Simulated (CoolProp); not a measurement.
Vapour-liquid equilibrium of cyclohexane (1) + n-nonane (2) at 185.35 °C; x and y are mole fractions of (1).

Model: multi-fluid Helmholtz-energy mixture model, Zhou 2014 and Lemmon 2006; pair parameters Bell 2016, in CoolProp.

Task: Give the bubble pressure and the first vapour's composition at x = 0.5, 0.65, 0.725. Is there an azeotrope?

Result: x = 0.5: 6.034 bar, y = 0.773; x = 0.65: 7.288 bar, y = 0.863; x = 0.725: 7.955 bar, y = 0.900. No azeotrope shows between x = 0.05 and 0.95.

Pair parameters are fitted to limited data, so mixtures are less certain than the pure fluids.
